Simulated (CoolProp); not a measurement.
Isobutane along the isobar 8.19 bar: fugacity coefficient from the reference equation and from simpler models built on Tc = 407.8 K, pc = 36.29 bar, ω = 0.184; each cubic takes its own stable root.

Values from CoolProp's reference Helmholtz-energy equation of state, Bücker 2006.

| T (K) | phase | reference |
|---|---|---|
| 205.2 | liquid | 0.006979 |
| 210.4 | liquid | 0.009841 |
| 215.6 | liquid | 0.01361 |
| 220.8 | liquid | 0.01848 |
| 226 | liquid | 0.02468 |
| 231.2 | liquid | 0.03244 |
| 236.4 | liquid | 0.04203 |
| 241.6 | liquid | 0.05373 |
| 246.7 | liquid | 0.06752 |
| 251.9 | liquid | 0.08424 |
| 257.1 | liquid | 0.1040 |
| 262.3 | liquid | 0.1269 |
| 267.5 | liquid | 0.1535 |

**Question.** How far does each simpler model (van der Waals, Redlich-Kwong, Soave-Redlich-Kwong, Peng-Robinson) lie from the reference over these 13 states: mean and median of the absolute difference, and the worst?

**Answer.** 
- van der Waals: mean 770.0 %, median 623.3 %, worst +1774.2 % at 205.2 K and 8.19 bar
- Redlich-Kwong: mean 51.3 %, median 51.6 %, worst +62.9 % at 205.2 K and 8.19 bar
- Soave-Redlich-Kwong: mean 0.6 %, median 0.6 %, worst -1.1 % at 205.2 K and 8.19 bar
- Peng-Robinson: mean 2.1 %, median 1.7 %, worst +5.4 % at 205.2 K and 8.19 bar
